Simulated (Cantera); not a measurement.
Input: 1 mol Si3N4, 0.004 mol O2, 1.8 mol N2, at 1823.15 K and 0.150 bar.

Method: chemical equilibrium by Gibbs-energy minimisation in Cantera with the NASA 1993 tables (ideal gas, pure condensed phases). Candidate condensed phases: Si, SiO2, Si2N2O, Si3N4; 16 gas species. Mutual solubility and eutectic melting of coexisting phases are not modelled. Kinetics and transport are ignored.

Base state: N2 0.999, SiO 0.00138 (mole fractions); condensed: Si2N2O(s) + Si3N4(s).

Task: What changes in the equilibrium state with this change: temperature from 1823.15 K to 1923 K?

Result: 
| species | before | after |
|---|---|---|
| N2 | 0.999 | 0.996 |
| SiO | 0.00138 | 0.00441 |
| Si | 5.72e-6 | 5.98e-5 |
| Si2N2O(s), mol | 0.00551 | 0 |
| Si3N4(s), mol | 0.995 | 0.997 |

Task: What changes in the equilibrium state with this change: temperature from 1823.15 K to 1023.15 K?

Result: 
| species | before | after |
|---|---|---|
| N2 | 0.999 | 1.00 |
| SiO | 0.00138 | <1e-9 |
| Si2N2O(s), mol | 0.00551 | 0.00800 |
| Si3N4(s), mol | 0.995 | 0.995 |

Task: What changes in the equilibrium state with this change: 0.54 mol CO2 added?

Result: 
```tsv
species	before	after
N2	0.999	0.994
CO	0	0.00441
SiO	0.00138	0.00138
Si2N2O(s), mol	0.00551	1.07
Si3N4(s), mol	0.995	0.107
SiC(s), mol	0	0.529
```
Further candidate phases: C, SiC.
